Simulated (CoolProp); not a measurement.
Vapour pressure (bar) of n-nonane: the reference equation beside estimates from Tc = 594.5 K, pc = 22.82 bar, ω = 0.443. Clausius-Clapeyron is anchored at 482.1 K with a constant enthalpy of vaporisation of 31.45 kJ/mol.

Values from CoolProp's reference Helmholtz-energy equation of state, Lemmon 2006. It is a short technical equation, of lower accuracy than the large ones.

```csv
T (K),reference,Lee-Kesler,Clausius-Clapeyron,Redlich-Kwong,Soave-Redlich-Kwong,Peng-Robinson
408.9,0.6690,0.6677,0.9347,1.716,0.6674,0.6722
427.2,1.104,1.108,1.389,2.478,1.108,1.108
445.5,1.736,1.748,1.998,3.456,1.750,1.741
463.8,2.617,2.640,2.793,4.678,2.650,2.626
482.1,3.807,3.843,3.807,6.172,3.872,3.827
500.4,5.370,5.421,5.072,7.966,5.481,5.412
518.7,7.379,7.445,6.622,10.08,7.551,7.456
537,9.919,9.999,8.489,12.55,10.16,10.04
```

Absolute difference from the reference over all 8 rows, mean and median: Lee-Kesler 0.7 and 0.8 %, Clausius-Clapeyron 14.7 and 12.3 %, Redlich-Kwong 79.0 and 70.4 %, Soave-Redlich-Kwong 1.4 and 1.5 %, Peng-Robinson 0.6 and 0.5 %.
